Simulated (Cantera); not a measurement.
A closed system holds: 1 mol Ca(OH)₂, 0.21 mol CO₂, 0.13 mol H₂, at 1248.15 K and 5.40 Torr.

Method: chemical equilibrium by Gibbs-energy minimisation in Cantera with the NASA 1993 tables (ideal gas, pure condensed phases). Candidate condensed phases: C, C₆H₆, C₇H₈, C₈H₁₈, Ca, CaCO₃, CaO, Ca(OH)₂, H₂O; 115 gas species. The numbers say what is thermodynamically allowed, not how fast it happens.

Base state: H₂O 0.767, CO₂ 0.136, H₂ 0.0761, CO 0.0210 (mole fractions); condensed: CaO(s).

What changes in the equilibrium state with this change: Ca(OH)₂ replaced by CaCO₃?


```
species      before    after
-----------  ------  -------
CO₂           0.136    0.812
H₂O           0.767   0.0905
CO           0.0210   0.0905
H₂           0.0761  0.00648
CaO(s), mol    1.00     1.00
```
